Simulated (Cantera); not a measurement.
## Pyrogenic steam for wet oxidation

A perfectly stirred reactor is fed with H₂ : O₂ : N₂ = 0.79 : 1 : 15 (molar parts), equivalence ratio 0.40, at 97.5 Torr; it is held at 1050 K, and followed from long to short residence time.

Detailed kinetics in Cantera: the H2/O2 subset of GRI-Mech 3.0, which has no nitrogen chemistry. The temperature is held fixed by assumption; the heat of reaction is taken as removed at once.

| τ (s) | x H₂ | x O₂ | x OH | x H | x O | x HO₂ |
|---|---|---|---|---|---|---|
| 4.9 | 9.70e-5 | 0.0369 | 5.55e-5 | 8.25e-6 | 2.85e-5 | 1.35e-6 |
| 1.7 | 0.000190 | 0.0369 | 8.03e-5 | 2.37e-5 | 5.75e-5 | 1.91e-6 |
| 0.62 | 0.000356 | 0.0370 | 0.000115 | 6.45e-5 | 0.000110 | 2.45e-6 |
| 0.22 | 0.000663 | 0.0371 | 0.000170 | 0.000179 | 0.000211 | 2.94e-6 |
| 0.078 | 0.00122 | 0.0373 | 0.000251 | 0.000486 | 0.000395 | 3.34e-6 |
| 0.027 | 0.00223 | 0.0378 | 0.000371 | 0.00130 | 0.000722 | 3.64e-6 |
| 0.0098 | 0.00395 | 0.0387 | 0.000525 | 0.00308 | 0.00122 | 3.84e-6 |
| 0.0035 | 0.00698 | 0.0405 | 0.000705 | 0.00636 | 0.00190 | 4.00e-6 |
| 0.0012 | 0.0126 | 0.0438 | 0.000855 | 0.0102 | 0.00247 | 4.13e-6 |
x: mole fraction; the columns are a selection and need not sum to one.
